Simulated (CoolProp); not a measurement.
Water at 429.08 K and 0.212 MPa is compressed adiabatically to 1.01 MPa with isentropic efficiency 0.9. Each further row changes one setting.

Model: reference Helmholtz-energy equation of state, Wagner 2002, in CoolProp.

| case | work (kJ/kg) | final temperature (K) | final density (kg/m³) |
|---|---|---|---|
| as stated | 408 | 637.4 | 3.49 |
| efficiency 1 | 367 | 618.2 | 3.61 |
| efficiency 0.65 | 565 | 711.0 | 3.11 |
